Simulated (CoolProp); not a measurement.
Properties of n-perfluoropentane along the isobar 1.19 MPa (Tc = 421.0 K, pc = 2.063 MPa, ω = 0.436).

The numbers come from the reference Helmholtz-energy equation of state, Gao 2022 in CoolProp.

| T (K) | phase | cp (kJ/(kg K)) | Joule-Thomson coefficient (K/MPa) |
|---|---|---|---|
| 384.3 | liquid | ? | 0.7198 |
| 397.1 | gas | 1.160 | ? |
| 410 | gas | ? | 14.10 |
| 422.9 | gas | ? | 11.43 |
| 435.7 | gas | 1.065 | 9.651 |
| 448.6 | gas | ? | 8.351 |
| 461.4 | gas | 1.065 | ? |
| 474.3 | gas | 1.069 | 6.574 |
| 487.1 | gas | ? | 5.936 |
| 500 | gas | ? | 5.401 |

**Question.** Fill in the missing entries.

**Answer.** 
- 384.3, cp (kJ/(kg K)): 1.282
- 397.1, Joule-Thomson coefficient (K/MPa): 18.83
- 410, cp (kJ/(kg K)): 1.097
- 422.9, cp (kJ/(kg K)): 1.074
- 448.6, cp (kJ/(kg K)): 1.064
- 461.4, Joule-Thomson coefficient (K/MPa): 7.364
- 487.1, cp (kJ/(kg K)): 1.075
- 500, cp (kJ/(kg K)): 1.081
